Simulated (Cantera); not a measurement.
Input (Python, Cantera) and output of one run.

```python
import numpy as np
import cantera as ct

gas_names = """
    AL ALH ALO ALOH ALO2 ALO2H AL2 AL2O AL2O2 H HALO HO2 H2 H2O H2O2 O OH O2 O3
""".split()
cond_names = """
    AL(cr) AL(L) AL2O3(a) AL2O3(L) H2O(s) H2O(L)
""".split()


# ... load() reads the species with a 1 bar reference pressure and builds the phases ...
atoms = {
    'Al': {'AL': 1},
    'O2': {'O': 2},
    'H2': {'H': 2},
}
top_T = {}  # K; cautious upper limits of use, not melting points


# ... equilibrate(T, P, feed) seeds the gas with the atoms and calls Mixture.equilibrate('TP', solver="vcs", rtol=1e-11, max_steps=5000) ...
results = []
T = 1800  # K
P = 100000  # Pa
for m in [0.0021, 0.0074, 0.013, 0.018, 0.023, 0.029, 0.034, 0.039, 0.045, 0.05, 0.055]:
    feed = {'Al': 1, 'O2': m, 'H2': 80}  # mol
    mix = equilibrate(T, P, feed)
    results.append((T, P, feed, dict(zip(mix.species_names, mix.species_moles))))

top = {s: max(r[3][s] / sum(r[3][g] for g in gas_names) for r in results) for s in gas_names}
cols = sorted((s for s in top if top[s] > 1e-05), key=lambda s: -top[s])[:5]
seen = [c for c in cond_names if any(r[3].get(c, 0) > 1e-12 for r in results)]
print("log10 of partial pressures in bar; condensed amounts in mol")
print(f"{'n(O2)':>10s}" + "".join(f"{s[:9]:>10s}" for s in cols + seen))
for T, P, feed, n in results:
    ng = sum(n[g] for g in gas_names)
    print(f"{feed['O2']:10.4g}" + "".join(f"{np.log10(max(n[s] / ng * P / 1e5, 1e-99)):10.3f}" for s in cols)
          + "".join(f"{n.get(c, 0):10.4g}" for c in seen))
```

Output:

```
log10 of partial pressures in bar; condensed amounts in mol
     n(O2)        H2      AL2O        AL       ALH         H     AL(L)  AL2O3(a)
    0.0021    -0.001    -4.282    -3.100    -3.443    -3.446    0.8991         0
    0.0074    -0.001    -3.735    -3.100    -3.443    -3.446    0.8779         0
     0.013    -0.001    -3.490    -3.100    -3.443    -3.446    0.8555         0
     0.018    -0.001    -3.349    -3.100    -3.443    -3.446    0.8355         0
     0.023    -0.001    -3.242    -3.100    -3.443    -3.447    0.8155         0
     0.029    -0.001    -3.142    -3.100    -3.443    -3.447    0.7916         0
     0.034    -0.001    -3.073    -3.100    -3.443    -3.447    0.7716         0
     0.039    -0.001    -3.013    -3.100    -3.443    -3.447    0.7516         0
     0.045    -0.001    -2.951    -3.100    -3.443    -3.447    0.7276         0
      0.05    -0.001    -2.905    -3.100    -3.443    -3.447    0.7076         0
     0.055    -0.001    -2.876    -3.100    -3.443    -3.447    0.6915 0.0009663
```

Cantera equilibrium calculation (NASA polynomials, part measured and part estimated; ideal gas, pure solids and liquids). Mutual solubility and eutectic melting of coexisting phases are not modelled.
